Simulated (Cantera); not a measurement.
A diamond (100) surface in a fixed gas of H2 with x(CH4) = 0.0024, x(H) = 0.0006, x(CH3) = 0.00028, 0.109 atm; coverages are run to steady state.

Computed with Cantera and the Harris–Goodwin 1993 mechanism for the reconstructed diamond (100) surface.

θ: site fractions in the mechanism's names (c6HH fully hydrogenated, c6H* and c6*H radical sites, c6** diradical, c6HM methylated).

```tsv
T (K)	growth (µm/h)	θ c6HH	θ c6H*	θ c6*H	θ c6**	θ c6HM
900	[?]	0.476	0.00709	0.198	0.00256	0.254
950	[?]	0.474	0.0102	0.241	0.00404	0.207
1000	10.3	0.473	0.0140	0.287	0.00605	0.160
1050	10.5	0.479	0.0189	0.338	0.00865	0.107
1100	[?]	0.486	0.0246	0.390	0.0118	0.0567
1150	[?]	0.483	0.0304	0.431	0.0148	0.0236
1200	[?]	0.473	0.0357	0.456	0.0175	0.00861
1250	[?]	0.462	0.0403	0.470	0.0195	0.00304
1300	[?]	0.454	0.0445	0.475	0.0210	0.00108
1350	[?]	0.451	0.0482	0.476	0.0221	0.000390
1400	[?]	0.452	0.0515	0.472	0.0227	0.000145
```

**Question.** Complete the blanks.

**Answer.** 
- 900, growth (µm/h): 6.23
- 950, growth (µm/h): 8.41
- 1100, growth (µm/h): 8.37
- 1150, growth (µm/h): 5.46
- 1200, growth (µm/h): 3.54
- 1250, growth (µm/h): 2.68
- 1300, growth (µm/h): 2.31
- 1350, growth (µm/h): 1.96
- 1400, growth (µm/h): 1.39
